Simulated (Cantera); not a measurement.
## Stirred combustor or abatement burner

A perfectly stirred reactor is fed with 37.1 % H2, 13.2 % O2, 49.7 % N2, equivalence ratio 1.4, at 683 Torr; it is adiabatic with a 373 K inlet, and is followed from long to short residence time, starting on the burning branch (τ in s: 0.19, 0.082, 0.036, 0.016, 0.007, 0.0031, 0.0014, 0.0006, 0.00026, 0.00012, 5.1e-05, 2.3e-05, 1e-05).

Computed with Cantera and GRI-Mech 3.0 (53 species, 325 reactions).

| τ (s) | T (K) | x H2 | x O2 | x O | x H2O | x N2O | x H2O2 | x NO |
|---|---|---|---|---|---|---|---|---|
| 0.19 | 2329 | 0.121 | 6.91e-5 | 5.74e-5 | 0.302 | 9.29e-9 | 1.23e-8 | 0.000199 |
| 0.082 | 2322 | 0.120 | 9.85e-5 | 7.65e-5 | 0.301 | 9.19e-9 | 1.59e-8 | 0.000189 |
| 0.036 | 2310 | 0.120 | 0.000158 | 0.000118 | 0.300 | 9.15e-9 | 2.28e-8 | 0.000173 |
| 0.016 | 2288 | 0.119 | 0.000274 | 0.000205 | 0.298 | 9.24e-9 | 3.50e-8 | 0.000149 |
| 0.0070 | 2254 | 0.118 | 0.000504 | 0.000384 | 0.296 | 9.62e-9 | 5.50e-8 | 0.000119 |
| 0.0031 | 2204 | 0.117 | 0.000926 | 0.000721 | 0.292 | 1.04e-8 | 8.57e-8 | 9.08e-5 |
| 0.0014 | 2135 | 0.116 | 0.00164 | 0.00129 | 0.286 | 1.17e-8 | 1.34e-7 | 6.89e-5 |
| 0.00060 | 2035 | 0.114 | 0.00288 | 0.00225 | 0.279 | 1.36e-8 | 2.28e-7 | 5.31e-5 |
| 0.00026 | 1910 | 0.111 | 0.00475 | 0.00352 | 0.270 | 1.56e-8 | 4.16e-7 | 4.15e-5 |
| 0.00012 | 1774 | 0.109 | 0.00727 | 0.00484 | 0.261 | 1.71e-8 | 7.72e-7 | 3.08e-5 |
| 5.1e-5 | 1604 | 0.109 | 0.0119 | 0.00606 | 0.248 | 1.78e-8 | 1.52e-6 | 1.84e-5 |
| 2.3e-5 | 1425 | 0.126 | 0.0227 | 0.00641 | 0.225 | 1.73e-8 | 2.40e-6 | 8.18e-6 |
| 1.0e-5 | 373 | 0.371 | 0.132 | <1e-12 | <1e-12 | <1e-12 | <1e-12 | <1e-12 |
x: mole fraction; the columns are a selection and need not sum to one.
